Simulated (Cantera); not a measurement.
Input (Python, Cantera):

```python
import numpy as np
import cantera as ct

gas = ct.Solution("gri30.yaml")
gas.TPX = 350, 910000, {'CH3OH': 1.3, 'O2': 2.34, 'N2': 8.81}
inlet = ct.Reservoir(gas, clone=True)
gas.equilibrate("HP")  # start burning
reactor = ct.IdealGasConstPressureReactor(gas, energy="on", clone=False)
exhaust = ct.Reservoir(gas, clone=True)
tau = [0.047, 0.023, 0.012, 0.006, 0.003, 0.0015, 0.00077, 0.00039, 0.0002, 9.9e-05, 5e-05][0]
for a, b in ((inlet, reactor), (reactor, exhaust)):
    ct.MassFlowController(a, b, mdot=lambda t: reactor.mass / tau)
net = ct.ReactorNet([reactor])
show = ['CH3OH', 'O2', 'HO2', 'H2O2', 'HCO', 'H2O']

rows = []
print(f"{'tau/s':>10s}{'T/K':>9s}" + "".join(f"{s:>11s}" for s in show))
for tau in [0.047, 0.023, 0.012, 0.006, 0.003, 0.0015, 0.00077, 0.00039, 0.0002, 9.9e-05, 5e-05]:
    net.initial_time = 0.0
    net.advance(30 * tau)
    before = gas.X
    net.advance(40 * tau)
    drift = np.max(np.abs(gas.X - before) / (gas.X + 1e-9))
    rows.append([gas.T, *gas[show].X, drift])
    print(f"{tau:10.3e}{gas.T:9.1f}" + "".join(f"{x:11.3e}" for x in gas[show].X))
```

It prints:

```
     tau/s      T/K      CH3OH         O2        HO2       H2O2        HCO        H2O
 4.700e-02   2116.7  6.874e-07  2.946e-02  2.672e-06  2.887e-07  9.074e-09  1.970e-01
 2.300e-02   2115.9  1.349e-06  2.965e-02  2.878e-06  3.038e-07  1.854e-08  1.970e-01
 1.200e-02   2114.0  2.438e-06  2.981e-02  3.220e-06  3.279e-07  3.562e-08  1.968e-01
 6.000e-03   2110.1  4.441e-06  3.002e-02  3.885e-06  3.715e-07  7.158e-08  1.965e-01
 3.000e-03   2103.6  7.802e-06  3.034e-02  5.095e-06  4.427e-07  1.441e-07  1.961e-01
 1.500e-03   2093.5  1.329e-05  3.082e-02  7.230e-06  5.516e-07  2.906e-07  1.955e-01
 7.700e-04   2079.2  2.172e-05  3.154e-02  1.073e-05  7.016e-07  5.709e-07  1.946e-01
 3.900e-04   2058.5  3.552e-05  3.263e-02  1.669e-05  9.115e-07  1.138e-06  1.934e-01
 2.000e-04   2030.3  5.777e-05  3.419e-02  2.651e-05  1.190e-06  2.242e-06  1.919e-01
 9.900e-05   1989.4  9.893e-05  3.662e-02  4.451e-05  1.592e-06  4.595e-06  1.899e-01
 5.000e-05   1932.6  1.794e-04  4.033e-02  7.811e-05  2.181e-06  9.315e-06  1.875e-01
```

Model: GRI-Mech 3.0 (53 species, 325 reactions), integrated in Cantera. GRI-Mech 3.0 was tuned for natural gas; its chemistry of methanol as a main component is partial and can be far from experiment.
